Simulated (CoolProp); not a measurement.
The fluid at 468.74 K and 0.636 MPa is throttled through a valve to 0.014 MPa with no heat exchange. The same conditions are run with several fluids, on thermodynamics alone (safety and materials aside).

Computed with CoolProp (reference Helmholtz-energy equation of state of each fluid (carbon monoxide: Lemmon 2006; R141b: Lemmon 2006; cyclopentane: Gedanitz 2015; R114: Platzer 1990; ethanol: Schroeder 2014)). The equations of Platzer and Polt are older, rougher fits.

Problem. Rank carbon monoxide, R141b, cyclopentane, R114, ethanol by temperature change (K), highest first.

Solution. carbon monoxide (-0.5), R114 (-4.3), cyclopentane (-6.0), R141b (-6.2), ethanol (-10.3)

```json
[
 {"fluid": "carbon monoxide", "final density (kg/m³)": "0.101"},
 {"fluid": "R141b", "final density (kg/m³)": "0.426"},
 {"fluid": "cyclopentane", "final density (kg/m³)": "0.256"},
 {"fluid": "R114", "final density (kg/m³)": "0.620"},
 {"fluid": "ethanol", "final density (kg/m³)": "0.169"}
]
```
